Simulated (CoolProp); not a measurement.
Properties of n-perfluorohexane along the isobar 61.1 bar.

Values from CoolProp's reference Helmholtz-energy equation of state, Gao 2022.

```
T (K)          phase  cp (kJ/(kg K))  speed of sound (m/s)  isothermal compressibility (1/MPa)  expansivity (1/kK)  fugacity coefficient
-----  -------------  --------------  --------------------  ----------------------------------  ------------------  --------------------
205.8         liquid          0.9029                 777.0                            0.001085               1.416              1.320e-5
240.7         liquid          0.9540                 692.0                            0.001404               1.428             0.0003063
275.6         liquid           1.006                 608.6                            0.001880               1.494              0.002673
310.5         liquid           1.056                 525.2                            0.002638               1.624               0.01254
345.3         liquid           1.102                 441.6                            0.003938               1.840               0.03873
380.2         liquid           1.147                 358.3                            0.006392               2.184               0.08984
415.1         liquid           1.192                 279.0                             0.01147               2.731                0.1689
450    supercritical           1.236                 209.0                             0.02284               3.586                0.2716
```
